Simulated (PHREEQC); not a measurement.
# Reverse-osmosis permeate

Model water analysis in mg/L, 25 °C, pH 5.7, pe 11.9:

```tsv
constituent	mg/L
Na	1.55
K	0.00213
Ca	3.91
Mg	2.17
Cl	5.85
S(6) as SO4	11
Alkalinity as HCO3	2.72
Cd	0.078
Ni	0.643
Si as SiO2	0.0119
Ba	0.0194
O(0) (dissolved oxygen)	0.00516
```

Valence states are taken as typed.

Model: ion-association model, wateq4f.dat, run in PHREEQC.

Precipitation was switched off in this run.

Q: Predict the charge-balance error.

A: charge-balance error 2.9 %.

Q: In which forms is C present?

A: CO2 81 %, HCO3- 19 % of the C.

Complexes and solids missing from the database can't appear.
